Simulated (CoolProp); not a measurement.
Computed with CoolProp (reference Helmholtz-energy equation of state, Zhou 2011).

### Question
For dimethyl carbonate, give the phase and the Z, cp (kJ/(kg K)), cv (kJ/(kg K)), speed of sound (m/s) at 326.85 °C and 1.23 MPa; 326.85 °C and 3.68 MPa; 326.85 °C and 4.91 MPa.

### Answer
- 326.85 °C and 1.23 MPa: gas; Z 0.930, cp 1.91, cv 1.78, speed of sound 226
- 326.85 °C and 3.68 MPa: gas; Z 0.769, cp 2.11, cv 1.81, speed of sound 191
- 326.85 °C and 4.91 MPa: supercritical; Z 0.670, cp 2.38, cv 1.84, speed of sound 172
